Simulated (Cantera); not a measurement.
Charge: 1 mol Si, a varied amount of CO₂, 740 mol H₂, at 1425 K and 13.3 mbar.

Cantera equilibrium calculation (NASA polynomials, part measured and part estimated; ideal gas, pure solids and liquids). Candidate condensed phases: C, C₆H₆, C₇H₈, C₈H₁₈, H₂O, Si, SiC, SiO₂; 123 gas species. Mutual solubility and eutectic melting of coexisting phases are not modelled. The tables hold silica as quartz up to 1696 K and as liquid above; real silica turns to tridymite and cristobalite and melts near 1996 K. The numbers say what is thermodynamically allowed, not how fast it happens.

**Question.** Which condensed phases are stable at each of these points (n(CO₂) (mol)): 0.052, 0.074, 0.1, 0.15, 0.21, 0.3, 0.42, 0.59, 0.84, 1.2, 1.7?

**Answer.** 
```tsv
n(CO₂) (mol)	condensed phases	Si condensed (%)
0.052	Si(s) + SiC(s)	89.8
0.074	Si(s) + SiC(s)	85.4
0.1	Si(s) + SiC(s)	80.3
0.15	Si(s) + SiC(s)	70.5
0.21	Si(s) + SiC(s)	58.8
0.3	Si(s) + SiC(s)	41.2
0.42	SiC(s)	29.0
0.59	SiC(s)	20.5
0.84	SiC(s)	8.0
1.2	SiO₂(β-quartz)	19.1
1.7	SiO₂(β-quartz)	67.8
```

From 0.052 mol CO₂ to 0.3 mol CO₂ the condensed part is Si(s) + SiC(s). From 0.42 mol CO₂ to 0.84 mol CO₂ the condensed part is SiC(s). From 1.2 mol CO₂ to 1.7 mol CO₂ the condensed part is SiO₂(β-quartz).
